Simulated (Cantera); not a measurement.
An isothermal plug-flow reactor at 700 K and 0.533 atm (inlet), inlet velocity 2.2 m/s, active area per volume 4800 1/m; feed H2 : O2 : N2 : H2O = 0.002 : 0.045 : 0.79 : 0.054 (molar parts), equivalence ratio 0.022.

Model: Deutschmann's 1995 Pt surface mechanism with GRI-Mech 3.0 gas chemistry, integrated in Cantera. Catalytic surfaces can have several steady states; this one follows from the mechanism file's or the stated starting coverage. Mass transfer to the wall is taken as infinitely fast.

**Question.** What does this change do: temperature 700 to 450 K?

**Answer.** 
```tsv
quantity	before	after
x(H2) at z = 0.0068 m	6.63e-7	9.15e-5
x(O2) at z = 0.0068 m	0.0494	0.0495
x(H2O) at z = 0.0068 m	0.0629	0.0628
θ(free Pt) at the exit	0.0140	0.00253
θ(O*) at the exit	0.982	0.974
θ(OH*) at the exit	0.00422	0.0239
```
